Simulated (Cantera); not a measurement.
Input: 1 mol Si₃N₄, 0.016 mol H₂, at 2400 K.

Method: chemical equilibrium by Gibbs-energy minimisation in Cantera with the NASA 1993 tables (ideal gas, pure condensed phases). Candidate condensed phases: Si, Si₃N₄; 18 gas species. The numbers say what is thermodynamically allowed, not how fast it happens.

Which condensed phases are stable at each of these points (P (Pa)): 1, 10, 100, 1000, 10000, 100000, 1000000?


```csv
P (Pa),condensed phases,Si condensed (%)
1,gas only,0.0
10,gas only,0.0
100,gas only,0.0
1000,Si(l),79.3
10000,Si(l),98.2
100000,Si(l),99.8
1000000,Si(l),100.0
```

From 1.00 Pa to 1.00 mbar nothing is condensed. From 10.0 mbar to 10.0 bar the condensed part is Si(l).
